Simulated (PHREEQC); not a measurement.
PHREEQC input (Pitzer model, pitzer.dat):

```
SOLUTION 1
  temp 25
  units mol/kgw
  pH 7 charge
  Cl 0.24
  Na 0.24
  S(6) 0.1638
  K 0.32
  Mg 0.0038
END
USE solution 1
INCREMENTAL_REACTIONS false
REACTION 1
  H2O -1
  0 9.886 18.011 24.689 30.178 34.689 38.397 41.444
  43.949 46.007 47.699 49.089 50.232 51.172 51.944 52.578
  53.1 53.528 53.88 54.17 54.408 moles
EQUILIBRIUM_PHASES 1
  Arcanite 0 0
  Bischofite 0 0
  Bloedite 0 0
  Brucite 0 0
  Carnallite 0 0
  Epsomite 0 0
  Glaserite 0 0
  Halite 0 0
  Hexahydrite 0 0
  Kainite 0 0
  Kieserite 0 0
  Leonite 0 0
  Mirabilite 0 0
  Misenite 0 0
  Schoenite 0 0
  Sylvite 0 0
  Thenardite 0 0
  MgCl2_4H2O 0 0
SELECTED_OUTPUT 1
  -reset false
  -pH true
  -pe true
  -ionic_strength true
  -water true
  -activities H2O
  -totals Cl K Mg Na S
  -molalities H+ Na+ K+ Mg+2 Cl- SO4-2 OH- HSO4- MgOH+
  -equilibrium_phases Arcanite Bischofite Bloedite Brucite Carnallite Epsomite Glaserite Halite Hexahydrite Kainite
    Kieserite Leonite Mirabilite Misenite Schoenite Sylvite Thenardite MgCl2_4H2O
PRINT
  -reset false
END
```

Selected output (columns that matter, 20 of 21 rows; water left (kg) added in front):

```
water left (kg)	pH	mu	Cl	K	Mg	Na	S	m_H+	m_Na+	m_K+	la_H2O	Glaserite	Halite	Sylvite
1	7.2214	0.7352	0.24	0.32	0.0038	0.24	0.1638	1.0131e-07	0.24	0.32	-0.0061154	0	0	0
0.821894	7.23	0.89452	0.29201	0.38934	0.0046235	0.29201	0.1993	1.007e-07	0.29201	0.38934	-0.0073784	0	0	0
0.675514	7.2378	1.0884	0.35529	0.47371	0.0056253	0.35529	0.24248	9.9666e-08	0.35529	0.47371	-0.0089058	0	0	0
0.555203	7.2444	1.3242	0.43227	0.57637	0.0068443	0.43227	0.29503	9.7997e-08	0.43227	0.57637	-0.010757	0	0	0
0.456313	7.2497	1.6112	0.52595	0.70127	0.0083276	0.52595	0.35896	9.5428e-08	0.52595	0.70127	-0.013007	0	0	0
0.375043	7.2534	1.9603	0.63993	0.85324	0.010132	0.63993	0.43675	9.1631e-08	0.63993	0.85324	-0.015754	0	0	0
0.30824	7.2549	2.3852	0.77861	1.0382	0.012328	0.77861	0.5314	8.6228e-08	0.77861	1.0382	-0.019131	0	0	0
0.253345	7.2538	2.902	0.94733	1.2631	0.014999	0.94733	0.64655	7.8847e-08	0.94733	1.2631	-0.023311	0	0	0
0.208215	7.2493	3.531	1.1527	1.5369	0.01825	1.1527	0.78669	6.9202e-08	1.1527	1.5369	-0.028541	0	0	0
0.171138	7.2069	3.8097	1.4024	1.6267	0.022204	1.3213	0.79505	6.6998e-08	1.3213	1.6267	-0.032604	0.013869	0	0
0.115613	7.0573	4.178	2.0759	1.6773	0.032868	1.7124	0.68975	7.0779e-08	1.7124	1.6773	-0.042097	0.042028	0	0
0.0950203	6.9537	4.4559	2.5258	1.727	0.039991	1.9789	0.63003	7.4366e-08	1.9789	1.727	-0.049019	0.051967	0	0
0.0780853	6.8238	4.8169	3.0736	1.7989	0.048665	2.3072	0.56489	8.0056e-08	2.3072	1.7989	-0.058034	0.059845	0	0
0.0641769	6.6616	5.2811	3.7397	1.8988	0.059211	2.7105	0.49406	8.9061e-08	2.7105	1.8988	-0.069845	0.066046	0	0
0.0527548	6.4604	5.8748	4.5494	2.0351	0.072031	3.2058	0.41782	1.0325e-07	3.2058	2.0351	-0.085456	0.070879	0	0
0.0433504	6.2129	6.6361	5.5363	2.22	0.087658	3.8157	0.3374	1.2568e-07	3.8157	2.22	-0.10638	0.074587	0	0
0.0356396	5.9316	7.557	6.6426	2.3972	0.10662	4.5707	0.26926	1.5769e-07	4.5707	2.3972	-0.13293	0.077102	0	0.0032602
0.0292979	5.8115	7.9844	6.9553	2.1439	0.1297	5.1515	0.29981	1.6958e-07	5.1515	2.1439	-0.1445	0.077508	0.011563	0.024663
0.0240733	5.7645	8.0218	6.9537	2.1361	0.15785	5.1087	0.30341	1.8731e-07	5.1087	2.1361	-0.14474	0.078248	0.038768	0.033833
0.0197855	5.7166	8.0674	6.9518	2.1265	0.19206	5.0569	0.30786	2.0695e-07	5.0569	2.1265	-0.14504	0.078854	0.061093	0.041363
```

Species that the database lacks are ignored.
